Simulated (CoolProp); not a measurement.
Vapour-liquid equilibrium of R22 (1) + R114 (2) at 0.978 MPa; x and y are mole fractions of (1).

Values from CoolProp's multi-fluid Helmholtz-energy mixture model, Kamei 1995 and Platzer 1990; pair parameters Bell 2016. This equation is an older, rougher fit; its heat capacities, sound speeds and derivatives of the liquid may be far off and weren't checked against measurements.

Q: Give the bubble temperature and the first vapour's composition at x = 0.2, 0.35, 0.95. Is there an azeotrope?

A: x = 0.2: 57.5 °C, y = 0.488; x = 0.35: 46.9 °C, y = 0.657; x = 0.95: 24.0 °C, y = 0.980. No azeotrope shows between x = 0.05 and 0.95.

Pair parameters are fitted to limited data, so mixtures are less certain than the pure fluids.
